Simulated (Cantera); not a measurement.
Mixture: CO : H2 : CH4 : O2 : N2 = 1 : 0.1 : 0.23 : 1.19 : 4.47 (molar parts), at 680000 Pa, adiabatic and at constant pressure. Ignition delay is the time to a rise of 400 K.

Model: GRI-Mech 3.0 (53 species, 325 reactions), integrated in Cantera.

Question: What does this change do: 0.049 parts H2O added?

Answer: 
```
quantity                                                before       after
--------------------------------------------------  ----------  ----------
delay at 1100 K                                        1.14 ms     1.20 ms
delay at 1150 K                                       0.605 ms    0.629 ms
delay at 1200 K                                       0.363 ms    0.375 ms
delay at 1250 K                                       0.235 ms    0.241 ms
delay at 1300 K                                       0.158 ms    0.161 ms
delay at 1350 K                                       0.109 ms    0.111 ms
delay at 1400 K                                        77.0 µs     78.5 µs
apparent activation energy between 1300 and 1400 K  110 kJ/mol  110 kJ/mol
```

Question: What does this change do: CH4 0.23 to 0.43 parts?

Answer: 
```
quantity                                                before       after
--------------------------------------------------  ----------  ----------
delay at 1100 K                                        1.14 ms     3.42 ms
delay at 1150 K                                       0.605 ms     2.11 ms
delay at 1200 K                                       0.363 ms     1.35 ms
delay at 1250 K                                       0.235 ms    0.868 ms
delay at 1300 K                                       0.158 ms    0.559 ms
delay at 1350 K                                       0.109 ms    0.362 ms
delay at 1400 K                                        77.0 µs    0.237 ms
apparent activation energy between 1300 and 1400 K  110 kJ/mol  130 kJ/mol
```

Question: What does this change do: O2 1.19 to 1.6 parts?

Answer: 
```tsv
quantity	before	after
delay at 1100 K	1.14 ms	0.969 ms
delay at 1150 K	0.605 ms	0.485 ms
delay at 1200 K	0.363 ms	0.278 ms
delay at 1250 K	0.235 ms	0.173 ms
delay at 1300 K	0.158 ms	0.114 ms
delay at 1350 K	0.109 ms	77.8 µs
delay at 1400 K	77.0 µs	54.9 µs
apparent activation energy between 1300 and 1400 K	110 kJ/mol	110 kJ/mol
```
